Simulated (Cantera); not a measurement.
# Silicon oxide and oxynitride deposition: Si2H6 + H2O + N2

Charge: 1 mol Si2H6, 3.8 mol H2O, 36 mol N2, held at 10.0 mbar.

Equilibrium computed with Cantera from the NASA thermochemical tables; the gas is ideal and each condensed phase is pure. Candidate condensed phases: H2O, Si, SiO2, Si2N2O, Si3N4; 35 gas species. The feed counts by its element totals alone. N2 is the only nitrogen source here; it is nearly inert below about 1500 K, so the nitride shown seldom forms there in practice. Mutual solubility and eutectic melting of coexisting phases are not modelled. The tables hold silica as quartz up to 1696 K and as liquid above; real silica turns to tridymite and cristobalite and melts near 1996 K. The numbers say what is thermodynamically allowed, not how fast it happens.

From 623 K to 823 K the condensed part is SiO2(α-quartz) + Si2N2O(s). From 923 K to 1323 K the condensed part is SiO2(β-quartz) + Si2N2O(s).

```tsv
T (K)	x N2	x H2	x NH3	x H2O	x H	x SiO	n SiO2(α-quartz)	n Si2N2O(s)	n SiO2(β-quartz)
623	0.841	0.159	1.65e-5	1.93e-7	<1e-12	<1e-12	1.87	0.0667	0
723	0.841	0.159	4.09e-6	6.51e-7	<1e-12	<1e-12	1.87	0.0667	0
823	0.841	0.159	1.39e-6	1.60e-6	2.93e-11	<1e-12	1.87	0.0667	0
923	0.841	0.159	5.88e-7	3.17e-6	9.76e-10	<1e-12	0	0.0667	1.87
1023	0.841	0.159	2.92e-7	5.42e-6	1.65e-8	6.62e-12	0	0.0667	1.87
1123	0.841	0.159	1.63e-7	8.38e-6	1.70e-7	1.36e-9	0	0.0668	1.87
1223	0.841	0.159	1.00e-7	1.20e-5	1.20e-6	1.16e-7	0	0.0668	1.87
1323	0.841	0.159	6.59e-8	1.62e-5	6.33e-6	4.96e-6	0	0.0668	1.87
```
x: gas mole fraction; n: condensed amount in mol.
